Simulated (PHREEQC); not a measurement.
Dissolve 0.028 mmol/kgw H4SiO4 and 0.18 mmol/kgw Mn(NO3)2 at 25 °C. Closed to the air; pH follows from the charge balance.

The numbers come from PHREEQC with the ion-association model, phreeqc.dat.

Each row changes one thing in this solution. Precipitation was switched off in this run.

```csv
case,pH,ionic strength (mol/kgw)
as made,6.87,0.000540
H4SiO4 left out,6.92,0.000540
Mn(NO3)2 from 0.00018 to 0.000162 mol/kgw,6.87,0.000486
Mn(NO3)2 left out,6.92,1.19e-7
Mn(NO3)2 replaced by Cd(NO3)2 at the same molality,[?],0.000540
H4SiO4 from 2.8e-05 to 0.00014 mol/kgw,[?],0.000540
Mn(NO3)2 from 0.00018 to 0.00027 mol/kgw,[?],0.000810
diluted 10-fold with water,[?],5.41e-5
H4SiO4 from 2.8e-05 to 3.08e-05 mol/kgw,[?],0.000540
```

### Question
Complete the blanks.

### Answer

- Mn(NO3)2 replaced by Cd(NO3)2 at the same molality, pH: 6.78
- H4SiO4 from 2.8e-05 to 0.00014 mol/kgw, pH: 6.73
- Mn(NO3)2 from 0.00018 to 0.00027 mol/kgw, pH: 6.84
- diluted 10-fold with water, pH: 6.98
- H4SiO4 from 2.8e-05 to 3.08e-05 mol/kgw, pH: 6.86

Some of these states are supersaturated (in Quartz (slow to form), for instance).
